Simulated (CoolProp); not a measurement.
Properties of methanol along the isotherm 132.35 °C.

Model: reference Helmholtz-energy equation of state, de Reuck 1993, in CoolProp.

```
p (MPa)   phase  density (kg/m³)  Joule-Thomson coefficient (K/MPa)  viscosity (µPa s)
-------  ------  ---------------  ---------------------------------  -----------------
0.948    liquid            671.5                           -0.06646                163
1.9      liquid            673.6                           -0.07401                164
2.84     liquid            675.6                           -0.08097                166
3.79     liquid            677.6                           -0.08755                168
4.74     liquid            679.5                           -0.09373                169
5.69     liquid            681.4                           -0.09954                171
6.64     liquid            683.2                            -0.1050                172
7.58     liquid            685.0                            -0.1102                174
8.53     liquid            686.7                            -0.1151                175
9.48     liquid            688.4                            -0.1197                177
10.4     liquid            690.0                            -0.1240                178
11.4     liquid            691.7                            -0.1285                180
12.3     liquid            693.2                            -0.1323                181
```

Viscosity comes from a separate model (Xiang 2006).
